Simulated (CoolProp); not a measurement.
The numbers come from the reference Helmholtz-energy equation of state, Lemmon 2006 in CoolProp. It is a short technical equation, of lower accuracy than the large ones.

Question: For R142b, give the phase and the cp (kJ/(kg K)), cv (kJ/(kg K)), speed of sound (m/s), Joule-Thomson coefficient (K/MPa) at 470 K and 20300 kPa.

Answer: 
- 470 K and 20300 kPa: supercritical; cp 1.53, cv 1.08, speed of sound 355, Joule-Thomson coefficient 0.458
